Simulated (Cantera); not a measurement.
A perfectly stirred reactor is fed with C₃H₈ : H₂ = 1 : 3.9 (molar parts), at 0.0825 Torr; it is held at 1750 K, and followed from long to short residence time.

Detailed kinetics in Cantera: GRI-Mech 3.0 (53 species, 325 reactions). GRI-Mech 3.0 was tuned for natural gas; its chemistry of propane as a main component is partial and can be far from experiment. GRI-Mech 3.0 stops at C3 and has no aromatics, soot or wall deposition, so with more carbon than oxygen in the feed, carbon stays in small species such as C2H2 where larger ones or solid carbon would form. Radical loss at walls, strong at low pressure, is not modelled.

**Question.** What does this change do: temperature 1750 to 1300 K?

**Answer.** 
```csv
quantity,before,after
x(C₃H₈) at τ = 10.0 s,7.56e-5,0.00347
x(H₂) at τ = 10.0 s,0.772,0.689
x(C₂H₆) at τ = 10.0 s,1.22e-5,0.000120
x(CH₄) at τ = 10.0 s,0.0452,0.156
x(CH₃) at τ = 10.0 s,0.00518,0.00253
x(C₃H₈) at τ = 65.0 ms,0.0101,0.164
x(H₂) at τ = 65.0 ms,0.671,0.769
x(C₂H₆) at τ = 65.0 ms,0.000525,0.000553
x(CH₄) at τ = 65.0 ms,0.139,0.0264
x(CH₃) at τ = 65.0 ms,0.0422,0.00893
```

**Question.** What does this change do: C3H8 1 to 0.43 parts?

**Answer.** 
```json
[
 {"quantity": "x(C₃H₈) at τ = 10.0 s", "before": "7.56e-5", "after": "4.37e-5"},
 {"quantity": "x(H₂) at τ = 10.0 s", "before": "0.772", "after": "0.857"},
 {"quantity": "x(C₂H₆) at τ = 10.0 s", "before": "1.22e-5", "after": "6.79e-6"},
 {"quantity": "x(CH₄) at τ = 10.0 s", "before": "0.0452", "after": "0.0348"},
 {"quantity": "x(CH₃) at τ = 10.0 s", "before": "0.00518", "after": "0.00373"},
 {"quantity": "x(C₃H₈) at τ = 65.0 ms", "before": "0.0101", "after": "0.00533"},
 {"quantity": "x(H₂) at τ = 65.0 ms", "before": "0.671", "after": "0.809"},
 {"quantity": "x(C₂H₆) at τ = 65.0 ms", "before": "0.000525", "after": "0.000238"},
 {"quantity": "x(CH₄) at τ = 65.0 ms", "before": "0.139", "after": "0.0880"},
 {"quantity": "x(CH₃) at τ = 65.0 ms", "before": "0.0422", "after": "0.0234"}
]
```
